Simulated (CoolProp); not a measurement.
Saturation properties of nitrogen.

Model: reference Helmholtz-energy equation of state, Span 2000, in CoolProp.

```json
[
 {"T (K)": "74.4", "p (MPa)": "0.07046", "liquid density (kg/m³)": "819.3", "enthalpy of vaporisation (kJ/kg)": "202.9", "liquid cp (kJ/(kg K))": "2.029", "vapour viscosity (µPa s)": "5.22", "liquid conductivity (mW/(m K))": "151"},
 {"T (K)": "76.3", "p (MPa)": "0.08931", "liquid density (kg/m³)": "810.9", "enthalpy of vaporisation (kJ/kg)": "200.5", "liquid cp (kJ/(kg K))": "2.037", "vapour viscosity (µPa s)": "5.36", "liquid conductivity (mW/(m K))": "147"},
 {"T (K)": "78.1", "p (MPa)": "0.1105", "liquid density (kg/m³)": "802.7", "enthalpy of vaporisation (kJ/kg)": "198.2", "liquid cp (kJ/(kg K))": "2.045", "vapour viscosity (µPa s)": "5.50", "liquid conductivity (mW/(m K))": "143"},
 {"T (K)": "80", "p (MPa)": "0.1369", "liquid density (kg/m³)": "793.9", "enthalpy of vaporisation (kJ/kg)": "195.7", "liquid cp (kJ/(kg K))": "2.056", "vapour viscosity (µPa s)": "5.65", "liquid conductivity (mW/(m K))": "140"},
 {"T (K)": "81.9", "p (MPa)": "0.1677", "liquid density (kg/m³)": "785.0", "enthalpy of vaporisation (kJ/kg)": "193.0", "liquid cp (kJ/(kg K))": "2.067", "vapour viscosity (µPa s)": "5.80", "liquid conductivity (mW/(m K))": "136"},
 {"T (K)": "83.7", "p (MPa)": "0.2015", "liquid density (kg/m³)": "776.4", "enthalpy of vaporisation (kJ/kg)": "190.4", "liquid cp (kJ/(kg K))": "2.080", "vapour viscosity (µPa s)": "5.95", "liquid conductivity (mW/(m K))": "132"},
 {"T (K)": "85.6", "p (MPa)": "0.2424", "liquid density (kg/m³)": "767.2", "enthalpy of vaporisation (kJ/kg)": "187.6", "liquid cp (kJ/(kg K))": "2.096", "vapour viscosity (µPa s)": "6.11", "liquid conductivity (mW/(m K))": "128"},
 {"T (K)": "87.5", "p (MPa)": "0.2892", "liquid density (kg/m³)": "757.8", "enthalpy of vaporisation (kJ/kg)": "184.6", "liquid cp (kJ/(kg K))": "2.113", "vapour viscosity (µPa s)": "6.27", "liquid conductivity (mW/(m K))": "125"},
 {"T (K)": "89.3", "p (MPa)": "0.3393", "liquid density (kg/m³)": "748.6", "enthalpy of vaporisation (kJ/kg)": "181.7", "liquid cp (kJ/(kg K))": "2.133", "vapour viscosity (µPa s)": "6.42", "liquid conductivity (mW/(m K))": "121"},
 {"T (K)": "91.2", "p (MPa)": "0.3989", "liquid density (kg/m³)": "738.8", "enthalpy of vaporisation (kJ/kg)": "178.4", "liquid cp (kJ/(kg K))": "2.156", "vapour viscosity (µPa s)": "6.59", "liquid conductivity (mW/(m K))": "117"},
 {"T (K)": "93", "p (MPa)": "0.4621", "liquid density (kg/m³)": "729.2", "enthalpy of vaporisation (kJ/kg)": "175.2", "liquid cp (kJ/(kg K))": "2.181", "vapour viscosity (µPa s)": "6.75", "liquid conductivity (mW/(m K))": "114"},
 {"T (K)": "94.9", "p (MPa)": "0.5364", "liquid density (kg/m³)": "718.8", "enthalpy of vaporisation (kJ/kg)": "171.6", "liquid cp (kJ/(kg K))": "2.211", "vapour viscosity (µPa s)": "6.93", "liquid conductivity (mW/(m K))": "110"},
 {"T (K)": "96.8", "p (MPa)": "0.6190", "liquid density (kg/m³)": "708.1", "enthalpy of vaporisation (kJ/kg)": "167.8", "liquid cp (kJ/(kg K))": "2.246", "vapour viscosity (µPa s)": "7.11", "liquid conductivity (mW/(m K))": "106"},
 {"T (K)": "98.6", "p (MPa)": "0.7053", "liquid density (kg/m³)": "697.7", "enthalpy of vaporisation (kJ/kg)": "164.0", "liquid cp (kJ/(kg K))": "2.284", "vapour viscosity (µPa s)": "7.29", "liquid conductivity (mW/(m K))": "103"},
 {"T (K)": "100.5", "p (MPa)": "0.8056", "liquid density (kg/m³)": "686.3", "enthalpy of vaporisation (kJ/kg)": "159.8", "liquid cp (kJ/(kg K))": "2.331", "vapour viscosity (µPa s)": "7.48", "liquid conductivity (mW/(m K))": "99.1"}
]
```

It boils at 77.4 K under 1 atm.

Viscosity comes from a separate model (Lemmon 2004). Thermal conductivity comes from a separate model (Lemmon 2004).
